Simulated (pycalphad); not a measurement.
**Effect of Si content in Sn-Si**

Source of the numbers: pycalphad with the COST 507 light-alloy database (1999); pressure 1 atm. The data set is of 1999 and partly superseded. Amounts are mole fractions of atoms.

| alloy | liquidus (K) | first solid | solidus (K) | phases at 750 K |
|---|---|---|---|---|
| Sn-14.15Si (at.%) | 1484 | diamond (Si) | 505 | liquid 0.86, diamond (Si) 0.14 |
| Sn-28.3Si (at.%) | 1559 | diamond (Si) | 505 | liquid 0.72, diamond (Si) 0.28 |
| Sn-42.45Si (at.%) | 1599 | diamond (Si) | 505 | liquid 0.58, diamond (Si) 0.42 |
| Sn-56.6Si (at.%) | 1624 | diamond (Si) | 505 | diamond (Si) 0.57, liquid 0.43 |
